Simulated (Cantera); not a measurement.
An adiabatic, constant-volume homogeneous reactor starts with H2 : O2 : N2 : NO = 1 : 0.926 : 3.48 : 0.016 (molar parts), at 1400 K and 10.0 bar.

Detailed kinetics in Cantera: GRI-Mech 3.0 (53 species, 325 reactions). The hydrogen kinetics of GRI-Mech 3.0 are dated; newer H2 mechanisms differ, most at raised pressure.

**Question.** Predict: time of steepest temperature rise; temperature at 0.500 s; equilibrium temperature; x(H2) at 0.500 s; x(O2) at 0.500 s; x(NO) at 0.500 s; x(H2O2) at 0.500 s; x(OH) at 0.500 s.

**Answer.** 
| Quantity | Result |
|---|---|
| time of steepest temperature rise | 2.37 µs |
| temperature at 0.500 s | 2792 K |
| equilibrium temperature | 2792 K |
| x(H2) at 0.500 s | 0.00348 (gas-phase equilibrium 0.00348) |
| x(O2) at 0.500 s | 0.0734 (gas-phase equilibrium 0.0734) |
| x(NO) at 0.500 s | 0.0202 (gas-phase equilibrium 0.0202) |
| x(H2O2) at 0.500 s | 2.71e-6 (gas-phase equilibrium 2.71e-6) |
| x(OH) at 0.500 s | 0.0168 (gas-phase equilibrium 0.0168) |
